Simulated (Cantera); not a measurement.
A Cantera script and what it prints.

```python
import numpy as np
import cantera as ct

gas_names = """
    H HO2 H2 H2O H2O2 Nb NbO NbO2 O OH O2 O3
""".split()
cond_names = """
    H2O(s) H2O(L) Nb(cr) Nb(L) NbO(s) NbO(L) NbO2(I) NbO2(II) NbO2(III) NbO2(L) Nb2O5(s) Nb2O5(L)
""".split()


# ... load() reads the species with a 1 bar reference pressure and builds the phases ...
atoms = {
    'Nb2O5': {'Nb': 2, 'O': 5},
    'H2': {'H': 2},
}
top_T = {}  # K; cautious upper limits of use, not melting points


# ... equilibrate(T, P, feed) seeds the gas with the atoms and calls Mixture.equilibrate('TP', solver="vcs", rtol=1e-11, max_steps=5000) ...
results = []
P = 133.322  # Pa
for T in [848, 948, 1048, 1148, 1248, 1348, 1448, 1548, 1648, 1748, 1848, 1948, 2048, 2148]:
    for m in [3.1, 3.9, 4.8, 5.9, 7.3, 8.9, 11, 14, 17, 21, 25, 31, 39]:
        feed = {'Nb2O5': 1, 'H2': m}  # mol
        mix = equilibrate(T, P, feed)
        results.append((T, P, feed, dict(zip(mix.species_names, mix.species_moles))))

for T, P, feed, n in results:
    print(f"{T:7g} {feed['H2']:10.4g}  " + (" + ".join(c for c in cond_names if n.get(c, 0) > 1e-12) or "gas only"))
```

Output:

```
    848        3.1  NbO2(I) + Nb2O5(s)
    848        3.9  NbO2(I) + Nb2O5(s)
    848        4.8  NbO2(I) + Nb2O5(s)
    848        5.9  NbO2(I) + Nb2O5(s)
    848        7.3  NbO2(I) + Nb2O5(s)
    848        8.9  NbO2(I) + Nb2O5(s)
    848         11  NbO2(I) + Nb2O5(s)
    848         14  NbO2(I) + Nb2O5(s)
    848         17  NbO2(I) + Nb2O5(s)
    848         21  NbO2(I) + Nb2O5(s)
    848         25  NbO2(I) + Nb2O5(s)
    848         31  NbO2(I) + Nb2O5(s)
    848         39  NbO2(I) + Nb2O5(s)
    948        3.1  NbO2(I) + Nb2O5(s)
    948        3.9  NbO2(I) + Nb2O5(s)
    948        4.8  NbO2(I) + Nb2O5(s)
    948        5.9  NbO2(I) + Nb2O5(s)
    948        7.3  NbO2(I) + Nb2O5(s)
    948        8.9  NbO2(I) + Nb2O5(s)
    948         11  NbO2(I) + Nb2O5(s)
    948         14  NbO2(I) + Nb2O5(s)
    948         17  NbO2(I) + Nb2O5(s)
    948         21  NbO2(I) + Nb2O5(s)
    948         25  NbO2(I) + Nb2O5(s)
    948         31  NbO2(I) + Nb2O5(s)
    948         39  NbO2(I) + Nb2O5(s)
   1048        3.1  NbO2(I) + Nb2O5(s)
   1048        3.9  NbO2(I) + Nb2O5(s)
   1048        4.8  NbO2(I) + Nb2O5(s)
   1048        5.9  NbO2(I) + Nb2O5(s)
   1048        7.3  NbO2(I) + Nb2O5(s)
   1048        8.9  NbO2(I) + Nb2O5(s)
   1048         11  NbO2(I) + Nb2O5(s)
   1048         14  NbO2(I) + Nb2O5(s)
   1048         17  NbO2(I) + Nb2O5(s)
   1048         21  NbO2(I) + Nb2O5(s)
   1048         25  NbO2(I) + Nb2O5(s)
   1048         31  NbO2(I) + Nb2O5(s)
   1048         39  NbO2(I) + Nb2O5(s)
   1148        3.1  NbO2(II) + Nb2O5(s)
   1148        3.9  NbO2(II) + Nb2O5(s)
   1148        4.8  NbO2(II) + Nb2O5(s)
   1148        5.9  NbO2(II) + Nb2O5(s)
   1148        7.3  NbO2(II) + Nb2O5(s)
   1148        8.9  NbO2(II) + Nb2O5(s)
   1148         11  NbO2(II) + Nb2O5(s)
   1148         14  NbO2(II) + Nb2O5(s)
   1148         17  NbO2(II) + Nb2O5(s)
   1148         21  NbO2(II) + Nb2O5(s)
   1148         25  NbO2(II) + Nb2O5(s)
   1148         31  NbO2(II) + Nb2O5(s)
   1148         39  NbO2(II) + Nb2O5(s)
   1248        3.1  NbO2(III) + Nb2O5(s)
   1248        3.9  NbO2(III) + Nb2O5(s)
   1248        4.8  NbO2(III) + Nb2O5(s)
   1248        5.9  NbO2(III) + Nb2O5(s)
   1248        7.3  NbO2(III) + Nb2O5(s)
   1248        8.9  NbO2(III) + Nb2O5(s)
   1248         11  NbO2(III) + Nb2O5(s)
   1248         14  NbO2(III) + Nb2O5(s)
   1248         17  NbO2(III) + Nb2O5(s)
   1248         21  NbO2(III) + Nb2O5(s)
   1248         25  NbO2(III) + Nb2O5(s)
   1248         31  NbO2(III) + Nb2O5(s)
   1248         39  NbO2(III)
   1348        3.1  NbO2(III) + Nb2O5(s)
   1348        3.9  NbO2(III) + Nb2O5(s)
   1348        4.8  NbO2(III) + Nb2O5(s)
   1348        5.9  NbO2(III) + Nb2O5(s)
   1348        7.3  NbO2(III) + Nb2O5(s)
   1348        8.9  NbO2(III) + Nb2O5(s)
   1348         11  NbO2(III) + Nb2O5(s)
   1348         14  NbO2(III) + Nb2O5(s)
   1348         17  NbO2(III) + Nb2O5(s)
   1348         21  NbO2(III) + Nb2O5(s)
   1348         25  NbO2(III)
   1348         31  NbO2(III)
   1348         39  NbO2(III)
   1448        3.1  NbO2(III) + Nb2O5(s)
   1448        3.9  NbO2(III) + Nb2O5(s)
   1448        4.8  NbO2(III) + Nb2O5(s)
   1448        5.9  NbO2(III) + Nb2O5(s)
   1448        7.3  NbO2(III) + Nb2O5(s)
   1448        8.9  NbO2(III) + Nb2O5(s)
   1448         11  NbO2(III) + Nb2O5(s)
   1448         14  NbO2(III) + Nb2O5(s)
   1448         17  NbO2(III)
   1448         21  NbO2(III)
   1448         25  NbO2(III)
   1448         31  NbO2(III)
   1448         39  NbO2(III)
   1548        3.1  NbO2(III) + Nb2O5(s)
   1548        3.9  NbO2(III) + Nb2O5(s)
   1548        4.8  NbO2(III) + Nb2O5(s)
   1548        5.9  NbO2(III) + Nb2O5(s)
   1548        7.3  NbO2(III) + Nb2O5(s)
   1548        8.9  NbO2(III) + Nb2O5(s)
   1548         11  NbO2(III)
   1548         14  NbO2(III)
   1548         17  NbO2(III)
   1548         21  NbO2(III)
   1548         25  NbO2(III)
   1548         31  NbO2(III)
   1548         39  NbO2(III)
   1648        3.1  NbO2(III) + Nb2O5(s)
   1648        3.9  NbO2(III) + Nb2O5(s)
   1648        4.8  NbO2(III) + Nb2O5(s)
   1648        5.9  NbO2(III) + Nb2O5(s)
   1648        7.3  NbO2(III)
   1648        8.9  NbO2(III)
   1648         11  NbO2(III)
   1648         14  NbO2(III)
   1648         17  NbO2(III)
   1648         21  NbO2(III)
   1648         25  NbO2(III)
   1648         31  NbO2(III)
   1648         39  NbO2(III)
   1748        3.1  NbO2(III) + Nb2O5(s)
   1748        3.9  NbO2(III) + Nb2O5(s)
   1748        4.8  NbO2(III) + Nb2O5(s)
   1748        5.9  NbO2(III)
   1748        7.3  NbO2(III)
   1748        8.9  NbO2(III)
   1748         11  NbO2(III)
   1748         14  NbO2(III)
   1748         17  NbO2(III)
   1748         21  NbO2(III)
   1748         25  NbO2(III)
   1748         31  NbO2(III)
   1748         39  NbO2(III)
   1848        3.1  NbO2(III) + Nb2O5(L)
   1848        3.9  NbO2(III) + Nb2O5(L)
   1848        4.8  NbO2(III) + Nb2O5(L)
   1848        5.9  NbO2(III)
   1848        7.3  NbO2(III)
   1848        8.9  NbO2(III)
   1848         11  NbO2(III)
   1848         14  NbO2(III)
   1848         17  NbO2(III)
   1848         21  NbO2(III)
   1848         25  NbO2(III)
   1848         31  NbO2(III)
   1848         39  NbO2(III)
   1948        3.1  NbO2(III) + Nb2O5(L)
   1948        3.9  NbO2(III) + Nb2O5(L)
   1948        4.8  NbO2(III) + Nb2O5(L)
   1948        5.9  NbO2(III) + Nb2O5(L)
   1948        7.3  NbO2(III)
   1948        8.9  NbO2(III)
   1948         11  NbO2(III)
   1948         14  NbO2(III)
   1948         17  NbO2(III)
   1948         21  NbO2(III)
   1948         25  NbO2(III)
   1948         31  NbO2(III)
   1948         39  NbO2(III)
   2048        3.1  NbO2(III) + Nb2O5(L)
   2048        3.9  NbO2(III) + Nb2O5(L)
   2048        4.8  NbO2(III) + Nb2O5(L)
   2048        5.9  NbO2(III) + Nb2O5(L)
   2048        7.3  NbO2(III)
   2048        8.9  NbO2(III)
   2048         11  NbO2(III)
   2048         14  NbO2(III)
   2048         17  NbO2(III)
   2048         21  NbO2(III)
   2048         25  NbO2(III)
   2048         31  NbO2(III)
   2048         39  NbO2(III)
   2148        3.1  NbO2(III) + Nb2O5(L)
   2148        3.9  NbO2(III) + Nb2O5(L)
   2148        4.8  NbO2(III) + Nb2O5(L)
   2148        5.9  NbO2(III) + Nb2O5(L)
   2148        7.3  NbO2(III) + Nb2O5(L)
   2148        8.9  NbO2(III)
   2148         11  NbO2(III)
   2148         14  NbO2(III)
   2148         17  NbO2(III)
   2148         21  NbO2(III)
   2148         25  NbO2(III)
   2148         31  NbO2(III)
   2148         39  NbO2(III)
```

Cantera equilibrium calculation (NASA polynomials, part measured and part estimated; ideal gas, pure solids and liquids). Mutual solubility and eutectic melting of coexisting phases are not modelled. Condensed phases not in the tables: the oxides between NbO2 and Nb2O5.
